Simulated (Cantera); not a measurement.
A diamond (100) surface in a fixed gas of H2 with x(CH4) = 0.0062, x(H) = 0.0016, x(CH3) = 0.00036, 11000 Pa; coverages are run to steady state.

Detailed kinetics in Cantera: the Harris–Goodwin 1993 mechanism for the reconstructed diamond (100) surface.

θ: site fractions in the mechanism's names (c6HH fully hydrogenated, c6H* and c6*H radical sites, c6** diradical, c6HM methylated).

```
T (K)  growth (µm/h)  θ c6HH  θ c6H*  θ c6*H   θ c6**   θ c6HM
-----  -------------  ------  ------  ------  -------  -------
950             13.2   0.543  0.0118   0.280  0.00519    0.122
1025            18.0   0.510     [?]     [?]      [?]      [?]
1100            18.3   0.482  0.0256   0.405   0.0147   0.0474
1175            11.9   0.456  0.0342   0.459   0.0215   0.0168
1250            7.06   0.426  0.0424   0.494   0.0284  0.00429
1325            5.64   0.399  0.0500   0.512   0.0348  0.00101
1400             [?]   0.379     [?]   0.521      [?]      [?]
```

### Question
Some entries are withheld; supply them.

### Answer

- 1025, θ c6H*: 0.0180
- 1025, θ c6*H: 0.343
- 1025, θ c6**: 0.00915
- 1025, θ c6HM: 0.0852
- 1400, growth (µm/h): 4.83
- 1400, θ c6H*: 0.0570
- 1400, θ c6**: 0.0403
- 1400, θ c6HM: 0.000240
